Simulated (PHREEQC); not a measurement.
Dissolve 0.28 mol CuSO4, 0.0018 mol H2SO4 and 0.078 mol FeCl3 per kg of water at 25 °C. Closed to the air; pH follows from the charge balance.

All values are PHREEQC results (ion-association model, phreeqc.dat), not measurements.

This is a speciation only: nothing precipitates in the calculation.

Predict the pH.

pH 2.64.

In which forms is Cl present?

Cl- 89 %, CuCl+ 8.5 %, FeCl+2 1.6 %, CuCl2 0.6 %, FeCl2+ 0.5 % of the Cl.

The solution is supersaturated, for example in Hematite (slow to form), Goethite (slow to form), so a real one may precipitate; this is no full list. Complexes and solids missing from the database can't appear.
